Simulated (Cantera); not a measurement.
Input: 1 mol Ta(OEt)₅, 0.14 mol H₂O, held at 488 Torr.

These are equilibrium values from Cantera (NASA tables, ideal gas, pure condensed phases), not measurements of a reactor. Candidate condensed phases: C, C₆H₆, C₇H₈, C₈H₁₈, H₂O, Ta, TaC, Ta₂O₅; 113 gas species. The feed counts by its element totals alone. TaC: taken at fixed stoichiometry. Condensed phases not in the tables: Ta₂C. Kinetics and transport are ignored.

**Question.** At 1127 °C, list the 5 most abundant gas species with their mole fractions, and the condensed phases.

**Answer.** H₂ 0.709, CO 0.289, CH₄ 0.00141, H₂O 0.000496, CO₂ 9.31e-5. Condensed: C(graphite) + TaC(s).
